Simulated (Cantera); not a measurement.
Charge: 1 mol B, 0.023 mol Cl2, 4.6 mol H2, held at 527 °C and 0.100 bar.

Cantera equilibrium calculation (NASA polynomials, part measured and part estimated; ideal gas, pure solids and liquids). Candidate condensed phases: B; 13 gas species. Gases not in the tables: BHCl2. The numbers say what is thermodynamically allowed, not how fast it happens.

Base state: H2 0.993, HCl 0.00625, BCl3 0.00123 (mole fractions); condensed: B(s).

### Question
What changes in the equilibrium state with this change: 0.009 mol O2 added?

### Answer
```csv
species,before,after
H2,0.993,0.991
HCl,0.00625,0.00611
B3O3H3,0,0.00117
B3O3Cl3,0,0.000128
BCl3,0.00123,0.00115
"B(s), mol",0.994,0.977
```
Further candidate phases: B2O3, B3O3H3, H2O.
